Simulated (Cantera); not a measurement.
# Carbothermic reduction: MgO + CO + C

Feed: 1 mol MgO, 3.4 mol CO, 4.3 mol C, held at 10.0 mbar.

Cantera equilibrium calculation (NASA polynomials, part measured and part estimated; ideal gas, pure solids and liquids). Candidate condensed phases: C, Mg, MgCO3, MgO; 15 gas species. Kinetics and transport are ignored.

From 1575 K to 1600 K the condensed part is C(graphite) + MgO(s). From 1625 K to 1775 K the condensed part is C(graphite). The main Mg-bearing gas is Mg throughout.

```csv
T (K),x CO,x Mg,x CO2,x Mg2,n C(graphite),n MgO(s)
1575,0.934,0.0664,3.08e-6,1.02e-8,4.04,0.740
1600,0.847,0.153,2.09e-6,5.19e-8,3.55,0.252
1625,0.815,0.185,1.60e-6,7.34e-8,3.30,0
1650,0.815,0.185,1.33e-6,7.06e-8,3.30,0
1675,0.815,0.185,1.11e-6,6.80e-8,3.30,0
1700,0.815,0.185,9.37e-7,6.55e-8,3.30,0
1725,0.815,0.185,7.93e-7,6.32e-8,3.30,0
1750,0.815,0.185,6.75e-7,6.09e-8,3.30,0
1775,0.815,0.185,5.77e-7,5.88e-8,3.30,0
```
x: gas mole fraction; n: condensed amount in mol.
